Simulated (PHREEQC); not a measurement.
Dissolve 30 mmol/kgw HF, 4.6 mmol/kgw H2SiF6, 47 mmol/kgw HBF4 and 14 mmol/kgw H2SO4 at 25 °C. Closed to the air; pH follows from the charge balance.

The numbers come from PHREEQC with the ion-association model, wateq4f.dat.

Precipitation was switched off in this run.

Question: What pH, ionic strength does the model give?

Answer: pH 1.21; ionic strength 0.0821 mol/kgw.

Question: In which forms is S present?

Answer: HSO4- 75 %, SO4-2 25 % of the S.

SiF6-2 is the database's only silicon fluoride. Real BF4- forms and hydrolyses slowly; the run takes it at equilibrium.
